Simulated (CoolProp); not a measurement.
Vapour-liquid equilibrium of R125 (1) + R236EA (2) at 0.593 MPa; x and y are mole fractions of (1).

Model: multi-fluid Helmholtz-energy mixture model, Lemmon 2005 and Rui 2013; pair parameters Bell 2016, in CoolProp.

```tsv
x	bubble temperature, mixture model (°C)	bubble temperature, Raoult's law (°C)	y, mixture model	y, Raoult's law
0.05	53.1	52.1	(withheld)	0.224
0.15	(withheld)	40.3	0.444	0.512
0.25	32.8	31.1	0.618	0.680
0.35	25.2	23.6	(withheld)	0.785
0.45	18.9	17.5	(withheld)	0.854
0.55	13.5	12.3	0.872	0.902
0.65	(withheld)	7.9	0.914	0.936
0.75	(withheld)	4.0	0.946	0.961
0.85	1.1	0.6	0.971	0.980
0.95	-2.3	-2.4	0.991	0.994
```

**Question.** Fill in the missing entries.

**Answer.** 
- 0.05, y, mixture model: 0.179
- 0.15, bubble temperature, mixture model (°C): 42.0
- 0.35, y, mixture model: 0.735
- 0.45, y, mixture model: 0.815
- 0.65, bubble temperature, mixture model (°C): 8.8
- 0.75, bubble temperature, mixture model (°C): 4.7

The largest gap from Raoult's law is +1.7 K in bubble temperature, at x = 0.25. No azeotrope shows between x = 0.05 and 0.95.

Pair parameters are fitted to limited data, so mixtures are less certain than the pure fluids.
